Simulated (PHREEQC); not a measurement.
Solution (20 °C): 0.16 mol/kgw HF and 0.069 mol/kgw (CH3)4NF. Closed to the air; pH follows from the charge balance.

Equilibrium calculation in PHREEQC: ion-association model, wateq4f.dat.

No solid was allowed to form.

**Question.** What pH does the model give?

**Answer.** pH 2.80.

**Question.** In which forms is F present?

**Answer.** HF 39 %, F- 23 %, H2F2 22 %, HF2- 16 % of the F.

(CH3)4N+ isn't in the database: it is added as a free cation with an ion size of 4 Å. wateq4f.dat counts part of the HF as a dimer, H2F2, which phreeqc.dat doesn't know; its constant is uncertain.
